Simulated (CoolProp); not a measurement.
Sulfur hexafluoride along the isotherm 255.8 K: Z from the reference equation and from simpler models built on Tc = 318.7 K, pc = 3.755 MPa, ω = 0.210; each cubic takes its own stable root.

Values from CoolProp's reference Helmholtz-energy equation of state, Guder 2009.

| p (MPa) | phase | reference | van der Waals | Redlich-Kwong | Peng-Robinson |
|---|---|---|---|---|---|
| 0.125 | gas | 0.9768 | 0.9831 | 0.9786 | 0.9757 |
| 0.25 | gas | 0.9525 | 0.9657 | 0.9564 | 0.9505 |
| 0.375 | gas | 0.9269 | 0.9477 | 0.9333 | 0.9243 |
| 0.501 | gas | 0.8995 | 0.9288 | 0.9091 | 0.8968 |
| 0.626 | gas | 0.8705 | 0.9093 | 0.8838 | 0.8680 |
| 0.876 | liquid | 0.03597 | 0.8676 | 0.8290 | 0.03391 |
| 1 | liquid | 0.04103 | 0.8452 | 0.04571 | 0.03866 |
| 1.13 | liquid | 0.04633 | 0.8203 | 0.05155 | 0.04363 |
| 1.25 | liquid | 0.05121 | 0.7957 | 0.05692 | 0.04821 |
| 1.38 | liquid | 0.05650 | 0.7667 | 0.06272 | 0.05315 |
| 1.5 | liquid | 0.06137 | 0.09678 | 0.06805 | 0.05771 |
| 1.63 | liquid | 0.06664 | 0.1048 | 0.07381 | 0.06263 |
| 1.75 | liquid | 0.07150 | 0.1122 | 0.07912 | 0.06716 |
| 1.88 | liquid | 0.07675 | 0.1201 | 0.08484 | 0.07206 |

At some of these states van der Waals, Redlich-Kwong gives the other phase, because its saturation line lies elsewhere.
